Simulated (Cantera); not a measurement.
Input: 1 mol SiC, 0.044 mol O₂, 11 mol N₂, at 0.100 bar.

Method: chemical equilibrium by Gibbs-energy minimisation in Cantera with the NASA 1993 tables (ideal gas, pure condensed phases). Candidate condensed phases: C, Si, SiC, SiO₂, Si₂N₂O, Si₃N₄; 34 gas species. N₂ is the only nitrogen source here; it is nearly inert below about 1500 K, so the nitride shown seldom forms there in practice. Mutual solubility and eutectic melting of coexisting phases are not modelled. Rates play no part.

**Question.** Which condensed phases are stable at each of these points (T (°C)): 1152, 1202, 1252, 1302, 1352, 1402, 1452, 1502, 1552, 1602, 1652?

**Answer.** 
```json
[
 {"T (°C)": "1152", "condensed phases": "C(graphite) + Si₂N₂O(s) + Si₃N₄(s)", "Si condensed (%)": "100.0"},
 {"T (°C)": "1202", "condensed phases": "C(graphite) + Si₂N₂O(s) + Si₃N₄(s)", "Si condensed (%)": "100.0"},
 {"T (°C)": "1252", "condensed phases": "C(graphite) + SiC(s) + Si₂N₂O(s)", "Si condensed (%)": "100.0"},
 {"T (°C)": "1302", "condensed phases": "C(graphite) + SiC(s) + Si₂N₂O(s)", "Si condensed (%)": "100.0"},
 {"T (°C)": "1352", "condensed phases": "SiC(s) + Si₂N₂O(s)", "Si condensed (%)": "100.0"},
 {"T (°C)": "1402", "condensed phases": "SiC(s) + Si₂N₂O(s)", "Si condensed (%)": "99.9"},
 {"T (°C)": "1452", "condensed phases": "SiC(s) + Si₂N₂O(s)", "Si condensed (%)": "99.6"},
 {"T (°C)": "1502", "condensed phases": "SiC(s) + Si₂N₂O(s)", "Si condensed (%)": "98.9"},
 {"T (°C)": "1552", "condensed phases": "SiC(s) + Si₂N₂O(s)", "Si condensed (%)": "97.2"},
 {"T (°C)": "1602", "condensed phases": "SiC(s)", "Si condensed (%)": "95.6"},
 {"T (°C)": "1652", "condensed phases": "SiC(s)", "Si condensed (%)": "95.5"}
]
```

From 1152 °C to 1202 °C the condensed part is C(graphite) + Si₂N₂O(s) + Si₃N₄(s). From 1252 °C to 1302 °C the condensed part is C(graphite) + SiC(s) + Si₂N₂O(s). From 1352 °C to 1552 °C the condensed part is SiC(s) + Si₂N₂O(s). From 1602 °C to 1652 °C the condensed part is SiC(s).
